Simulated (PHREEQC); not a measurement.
A solution holds 0.0031 mol HF, 0.14 mol NH4F, 0.00025 mol H4SiO4 and 0.33 mol HCl per kg of water, at 55 °C. Closed to the air; pH follows from the charge balance.

All values are PHREEQC results (ion-association model, wateq4f.dat), not measurements.

No solid was allowed to form.

Question: What pH, activity of water does the model give?

Answer: pH 0.83; activity of water 0.987.

Question: In which forms is F present?

Answer: HF 81 %, H2F2 17 %, SiF6-2 1.0 % of the F.

wateq4f.dat counts part of the HF as a dimer, H2F2, which phreeqc.dat doesn't know; its constant is uncertain. Constants without temperature data keep their 25 °C values here. SiF6-2 is the database's only silicon fluoride.
